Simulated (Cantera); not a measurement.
Charge: 1 mol Si2H6, 2.1 mol O3, equilibrated at 7.50 Torr.

Equilibrium computed with Cantera from the NASA thermochemical tables; the gas is ideal and each condensed phase is pure. Candidate condensed phases: H2O, Si, SiO2; 18 gas species. The feed counts by its element totals alone. The tables hold silica as quartz up to 1696 K and as liquid above; real silica turns to tridymite and cristobalite and melts near 1996 K. Equilibrium is a limit: real reactors are often held back by kinetics, nucleation or transport. All values below are at 1598 K.

Base state: H2O 0.767, H2 0.233, H 0.000257, OH 3.29e-5 (mole fractions); condensed: SiO2(β-quartz).

Task: What changes in the equilibrium state with this change: O3 from 2.1 to 7.1 mol?

Result: 
| species | before | after |
|---|---|---|
| O2 | 4.54e-8 | 0.704 |
| H2O | 0.767 | 0.295 |
| OH | 3.29e-5 | 0.00128 |
| H2 | 0.233 | 2.28e-5 |
| O | 3.02e-8 | 0.000119 |
| H | 0.000257 | 2.54e-6 |
| SiO2(β-quartz), mol | 2.00 | 2.00 |

Task: What changes in the equilibrium state with this change: O3 from 2.1 to 0.32 mol?

Result: 
```
species                before     after
-------------------  --------  --------
H2                      0.233     0.757
SiO                   7.42e-7     0.242
H                    0.000257  0.000463
H2O                     0.767   5.89e-6
OH                    3.29e-5     <1e-9
SiO2(β-quartz), mol      2.00         0
Si(s), mol                  0      1.04
```
